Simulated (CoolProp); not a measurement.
Values from CoolProp's reference Helmholtz-energy equation of state, Lemmon 2006. It is a short technical equation, of lower accuracy than the large ones.

Task: For carbonyl sulfide, give the phase and the Joule-Thomson coefficient (K/MPa), isothermal compressibility (1/MPa), expansivity (1/kK) at 275.2 K and 4.9 bar; 275.2 K and 12.2 bar.

Result: 
- 275.2 K and 4.9 bar: gas; Joule-Thomson coefficient 26.0, isothermal compressibility 2.22, expansivity 4.62
- 275.2 K and 12.2 bar: liquid; Joule-Thomson coefficient -0.238, isothermal compressibility 0.00276, expansivity 2.47
